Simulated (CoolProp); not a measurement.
The fluid at 653.7 K and 1.76 MPa is compressed adiabatically to 12.3 MPa with isentropic efficiency 0.85. The same conditions are run with several fluids, on thermodynamics alone (safety and materials aside).

Computed with CoolProp (reference Helmholtz-energy equation of state of each fluid (oxygen: Schmidt 1985; carbon dioxide: Span 1996; water: Wagner 2002)).

Problem. Rank oxygen, carbon dioxide, water by work (kJ/kg), highest first.

Solution. water (837), oxygen (507), carbon dioxide (337)

```csv
fluid,final temperature (K),final phase,final density (kg/m³)
oxygen,1123.5,supercritical,40.9
carbon dioxide,945.8,supercritical,67.2
water,1050.1,gas,26.0
```

Above 300 K oxygen's equation is extrapolated.
